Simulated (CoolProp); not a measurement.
Vapour-liquid equilibrium of hydrogen sulfide (1) + n-pentane (2) at -61.45 °C; x and y are mole fractions of (1).

Computed with CoolProp (multi-fluid Helmholtz-energy mixture model, Lemmon 2006 and Thol 2019; pair parameters Kunz 2012).

```
x      bubble pressure, mixture model (bar)  bubble pressure, Raoult's law (bar)  y, mixture model  y, Raoult's law
-----  ------------------------------------  -----------------------------------  ----------------  ---------------
0.05                                 0.1007                              0.05305             0.947            0.900
0.125                                0.2705                               0.1243             0.982            0.961
0.2                                  0.4409                               0.1955             0.990            0.977
0.275                                0.5837                               0.2667             0.993            0.985
0.35                                 0.6860                               0.3380             0.994            0.989
0.425                                0.7490                               0.4092             0.995            0.992
0.5                                  0.7818                               0.4804             0.995            0.994
0.575                                0.7966                               0.5516             0.996            0.996
0.65                                 0.8043                               0.6229             0.996            0.997
0.725                                0.8139                               0.6941             0.996            0.998
0.8                                  0.8320                               0.7653             0.996            0.999
0.875                                0.8636                               0.8366             0.997            0.999
0.95                                 0.9123                               0.9078             0.998            1.000
```

The largest gap from Raoult's law is +125.5 % in bubble pressure, at x = 0.2. No azeotrope shows between x = 0.05 and 0.95.

Pair parameters are fitted to limited data, so mixtures are less certain than the pure fluids. With so large a gap from Raoult's law the liquid may split in two, which this calculation doesn't test in full.
